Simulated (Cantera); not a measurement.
A diamond (100) surface in a fixed gas of H2 with x(CH4) = 0.012, x(H) = 0.014, x(CH3) = 0.00014, 33.8 Torr; coverages are run to steady state.

Cantera simulation using the Harris–Goodwin 1993 mechanism for the reconstructed diamond (100) surface; the numbers are that mechanism's predictions, not measurements.

θ: site fractions in the mechanism's names (c6HH fully hydrogenated, c6H* and c6*H radical sites, c6** diradical, c6HM methylated).

```
T (K)  growth (µm/h)  θ c6HH  θ c6H*  θ c6*H   θ c6**    θ c6HM
-----  -------------  ------  ------  ------  -------  --------
900       (withheld)   0.685  0.0105   0.290  0.00436   0.00837
975       (withheld)   0.615  0.0162   0.353  0.00809   0.00598
1050      (withheld)   0.549  0.0229   0.408   0.0136   0.00423
1125      (withheld)   0.490  0.0305   0.454   0.0210   0.00269
1200      (withheld)   0.438  0.0385   0.491   0.0305   0.00126
1275      (withheld)   0.392  0.0466   0.518   0.0418  0.000415
1350      (withheld)   0.353  0.0546   0.537   0.0546  0.000115
```

Q: What belongs in the gaps?

A: 
- 900, growth (µm/h): 1.96
- 975, growth (µm/h): 2.93
- 1050, growth (µm/h): 3.93
- 1125, growth (µm/h): 4.41
- 1200, growth (µm/h): 3.58
- 1275, growth (µm/h): 2.33
- 1350, growth (µm/h): 1.79
